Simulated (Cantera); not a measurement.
Input (Python, Cantera):

```python
import numpy as np
import cantera as ct

gas = ct.Solution("gri30.yaml")
gas.TPX = 1750, 280, {'CH4': 1, 'H2': 6.7}
inlet = ct.Reservoir(gas, clone=True)

reactor = ct.IdealGasConstPressureReactor(gas, energy="off", clone=False)
exhaust = ct.Reservoir(gas, clone=True)
tau = [0.39, 0.2, 0.11, 0.056, 0.03, 0.016, 0.0082, 0.0043][0]
for a, b in ((inlet, reactor), (reactor, exhaust)):
    ct.MassFlowController(a, b, mdot=lambda t: reactor.mass / tau)
net = ct.ReactorNet([reactor])
show = ['CH4', 'H2', 'C2H6', 'C2H2', 'H', 'CH3']

rows = []
print(f"{'tau/s':>10s}{'T/K':>9s}" + "".join(f"{s:>11s}" for s in show))
for tau in [0.39, 0.2, 0.11, 0.056, 0.03, 0.016, 0.0082, 0.0043]:
    net.initial_time = 0.0
    net.advance(30 * tau)
    before = gas.X
    net.advance(40 * tau)
    drift = np.max(np.abs(gas.X - before) / (gas.X + 1e-9))
    rows.append([gas.T, *gas[show].X, drift])
    print(f"{tau:10.3e}{gas.T:9.1f}" + "".join(f"{x:11.3e}" for x in gas[show].X))
```

Output:

```
     tau/s      T/K        CH4         H2       C2H6       C2H2          H        CH3
 3.900e-01   1750.0  8.170e-02  8.945e-01  1.082e-05  1.955e-02  1.275e-03  2.333e-03
 2.000e-01   1750.0  1.007e-01  8.840e-01  1.311e-05  1.094e-02  1.078e-03  2.457e-03
 1.100e-01   1750.0  1.153e-01  8.762e-01  1.192e-05  4.624e-03  8.386e-04  2.208e-03
 5.600e-02   1750.0  1.255e-01  8.713e-01  6.174e-06  8.344e-04  5.014e-04  1.448e-03
 3.000e-02   1750.0  1.286e-01  8.702e-01  2.073e-06  8.538e-05  2.647e-04  7.856e-04
 1.600e-02   1750.0  1.294e-01  8.701e-01  5.979e-07  6.713e-06  1.383e-04  4.128e-04
 8.200e-03   1750.0  1.296e-01  8.701e-01  1.489e-07  4.245e-07  7.049e-05  2.101e-04
 4.300e-03   1750.0  1.297e-01  8.701e-01  3.593e-08  2.966e-08  3.711e-05  1.099e-04
```

Computed with Cantera and GRI-Mech 3.0 (53 species, 325 reactions). GRI-Mech 3.0 stops at C3 and has no aromatics, soot or wall deposition, so with more carbon than oxygen in the feed, carbon stays in small species such as C2H2 where larger ones or solid carbon would form. Radical loss at walls, strong at low pressure, is not modelled.
